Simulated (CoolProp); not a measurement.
Aqueous calcium chloride as a coolant, at 29 °C, 1 atm.

Computed with CoolProp (Melinder's fits for secondary coolants).

| mass % | freezing point (°C) | conductivity (W/(m K)) | cp (kJ/(kg K)) | viscosity (mPa s) | density (kg/m³) |
|---|---|---|---|---|---|
| 3.8 | -1.7 | 0.609 | 3.964 | 0.909 | 1027 |
| 6.1 | -3.0 | 0.606 | 3.839 | 0.962 | 1048 |
| 8.4 | -4.5 | 0.603 | 3.714 | 1.02 | 1069 |
| 10.7 | -6.5 | 0.600 | 3.590 | 1.09 | 1091 |
| 13 | -8.8 | 0.597 | 3.468 | 1.17 | 1112 |
| 15.3 | -11.4 | 0.594 | 3.349 | 1.28 | 1134 |
| 17.6 | -14.5 | 0.591 | 3.238 | 1.41 | 1155 |
| 19.9 | -18.1 | 0.588 | 3.136 | 1.57 | 1176 |
| 22.2 | -22.4 | 0.585 | 3.044 | 1.78 | 1198 |
